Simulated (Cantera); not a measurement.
Input (Python, Cantera) and output of one run.

```python
import numpy as np
import cantera as ct

gas_names = """
    C CH CH2 CH3 CH2OH CH3O CH4 CH3OH CO CO2 COOH C2 C2H CHCO,ketyl C2H2,acetylene C2H2,vinylidene
    CH2CO,ketene C2H3,vinyl CH3CO,acetyl C2H4 C2H4O,ethylen CH3CHO,ethanal CH3COOH (HCOOH)2 C2H5 C2H6
    CH3OCH3 C2H5OH C2O C3 C3H3,propargyl C3H4,allene C3H4,propyne C3H4,cyclo- C3H5,allyl C3H6,propylene
    C3H6,cyclo- C3H6O C3H7,n-propyl C3H7,i-propyl C3H8 C3H8O,1propanol C3H8O,2propanol C3O2 C4 C4H2
    C4H4,1,3-cyclo- C4H6,butadiene C4H6,2-butyne C4H6,cyclo- C4H8,1-butene C4H8,cis2-buten
    C4H8,tr2-butene C4H8,isobutene C4H8,cyclo- (CH3COOH)2 C4H9,n-butyl C4H9,i-butyl C4H9,s-butyl
    C4H9,t-butyl C4H10,isobutane C4H10,n-butane C5 C5H6,1,3cyclo- C5H8,cyclo- C5H10,1-pentene
    C5H10,cyclo- C5H11,pentyl C5H11,t-pentyl C5H12,n-pentane C5H12,i-pentane CH3C(CH3)2CH3 C6H2
    C6H5,phenyl C6H5O,phenoxy C6H6 C6H5OH,phenol C6H10,cyclo- C6H12,1-hexene C6H12,cyclo- C6H13,n-hexyl
    C7H7,benzyl C7H8 C7H8O,cresol C7H14,1-heptene C7H15,n-heptyl C7H16,n-heptane C8H8,styrene
    C8H10,ethylbenz C8H16,1-octene C8H17,n-octyl C8H18,isooctane C8H18,n-octane C9H19,n-nonyl
    C10H8,naphthale C10H21,n-decyl C12H9,o-bipheny C12H10,bipheny H HCO HO2 H2 HCHO,formaldehy HCOOH H2O
    H2O2 O OH O2 O3
""".split()
cond_names = """
    C(gr) C6H6(L) C7H8(L) C8H18(L),n-octa H2O(s) H2O(L)
""".split()


def load(file, names, dense=False):
    # The tables refer to 1 bar. Condensed volumes are neglected.
    table = {s.name: s for s in ct.Species.list_from_file(file)}
    out = []
    for n in names:
        d = dict(table[n].input_data)
        d["thermo"] = dict(d["thermo"], **{"reference-pressure": 1e5})
        if dense:
            d["equation-of-state"] = {"model": "constant-volume", "density": "1e6 g/cm^3"}
        out.append(ct.Species.from_dict(d))
    return out


gas = ct.Solution(thermo="ideal-gas", species=load("nasa_gas.yaml", gas_names))
cond = {s.name: ct.Solution(thermo="fixed-stoichiometry", species=[s], name=s.name)
        for s in load("nasa_condensed.yaml", cond_names, dense=True)}
atoms = {
    'acetone': {'C': 3, 'H': 6, 'O': 1},
    'CO2': {'C': 1, 'O': 2},
    'H2': {'H': 2},
}
top_T = {'C(gr)': 4500}  # K; cautious upper limits of use, not melting points


def equilibrate(T, P, feed):
    n = {}
    for name, mol in feed.items():
        for a, k in atoms[name].items():
            n[a] = n.get(a, 0.0) + k * mol
    gas.TPX = T, P, n
    mass = sum(n.values()) * gas.mean_molecular_weight
    gas.equilibrate("TP")
    valid = [c for c in cond.values() if c.min_temp <= T <= top_T.get(c.name, c.max_temp)]
    mix = ct.Mixture([(gas, mass / gas.mean_molecular_weight)] + [(c, 0.0) for c in valid])
    mix.T, mix.P = T, P
    mix.equilibrate("TP", solver="vcs", rtol=1e-11, max_steps=5000)
    return mix


results = []
feed = {'acetone': 1, 'CO2': 3, 'H2': 0.37}  # mol
P = 660  # Pa
for T in [2298, 2348, 2398, 2448, 2498, 2548, 2598, 2648, 2698, 2748, 2798, 2848]:
    mix = equilibrate(T, P, feed)
    results.append((T, P, feed, dict(zip(mix.species_names, mix.species_moles))))
    x = sorted(zip(gas.X, gas.species_names), reverse=True)
    print(f"T = {T:g} K  P = {P:g} Pa  gas = {mix.phase_moles(0):.4g} mol")
    print("   x: " + "  ".join(f"{s} {v:.3e}" for v, s in x if v > 1e-05))
    print("   condensed (mol): " + ("  ".join(f"{mix.phase(i).name} {mix.phase_moles(i):.4g}"
          for i in range(1, mix.n_phases) if mix.phase_moles(i) > 1e-12) or "none"))
```

Result:

```
T = 2298 K  P = 660 Pa  gas = 9.671 mol
   x: CO 5.905e-01  H2 2.475e-01  H2O 7.025e-02  H 5.866e-02  CO2 2.993e-02  OH 2.676e-03  O 4.330e-04  O2 5.134e-05
   condensed (mol): none
T = 2348 K  P = 660 Pa  gas = 9.758 mol
   x: CO 5.856e-01  H2 2.379e-01  H 7.414e-02  H2O 6.853e-02  CO2 2.932e-02  OH 3.672e-03  O 7.737e-04  O2 9.268e-05
   condensed (mol): none
T = 2398 K  P = 660 Pa  gas = 9.865 mol
   x: CO 5.796e-01  H2 2.268e-01  H 9.237e-02  H2O 6.614e-02  CO2 2.862e-02  OH 4.938e-03  O 1.347e-03  O2 1.626e-04
   condensed (mol): none
T = 2448 K  P = 660 Pa  gas = 9.995 mol
   x: CO 5.725e-01  H2 2.143e-01  H 1.134e-01  H2O 6.293e-02  CO2 2.779e-02  OH 6.495e-03  O 2.282e-03  O2 2.763e-04
   condensed (mol): none
T = 2498 K  P = 660 Pa  gas = 10.15 mol
   x: CO 5.643e-01  H2 2.004e-01  H 1.373e-01  H2O 5.878e-02  CO2 2.673e-02  OH 8.329e-03  O 3.757e-03  O2 4.524e-04
   condensed (mol): none
T = 2548 K  P = 660 Pa  gas = 10.34 mol
   x: CO 5.549e-01  H2 1.852e-01  H 1.639e-01  H2O 5.359e-02  CO2 2.536e-02  OH 1.037e-02  O 5.986e-03  O2 7.079e-04
   condensed (mol): none
T = 2598 K  P = 660 Pa  gas = 10.56 mol
   x: CO 5.445e-01  H 1.927e-01  H2 1.691e-01  H2O 4.735e-02  CO2 2.358e-02  OH 1.246e-02  O 9.191e-03  O2 1.048e-03
   condensed (mol): none
T = 2648 K  P = 660 Pa  gas = 10.82 mol
   x: CO 5.332e-01  H 2.234e-01  H2 1.523e-01  H2O 4.027e-02  CO2 2.137e-02  OH 1.436e-02  O 1.353e-02  O2 1.451e-03
   condensed (mol): none
T = 2698 K  P = 660 Pa  gas = 11.11 mol
   x: CO 5.214e-01  H 2.552e-01  H2 1.352e-01  H2O 3.273e-02  O 1.901e-02  CO2 1.878e-02  OH 1.579e-02  O2 1.860e-03
   condensed (mol): none
T = 2748 K  P = 660 Pa  gas = 11.42 mol
   x: CO 5.095e-01  H 2.871e-01  H2 1.180e-01  O 2.542e-02  H2O 2.530e-02  OH 1.650e-02  CO2 1.596e-02  O2 2.194e-03
   condensed (mol): none
T = 2798 K  P = 660 Pa  gas = 11.74 mol
   x: CO 4.979e-01  H 3.181e-01  H2 1.012e-01  O 3.236e-02  H2O 1.856e-02  OH 1.637e-02  CO2 1.311e-02  O2 2.381e-03
   condensed (mol): none
T = 2848 K  P = 660 Pa  gas = 12.06 mol
   x: CO 4.871e-01  H 3.471e-01  H2 8.522e-02  O 3.931e-02  OH 1.545e-02  H2O 1.294e-02  CO2 1.045e-02  O2 2.386e-03
   condensed (mol): none
```

Method: chemical equilibrium by Gibbs-energy minimisation in Cantera with the NASA 1993 tables (ideal gas, pure condensed phases). The feed counts by its element totals alone.
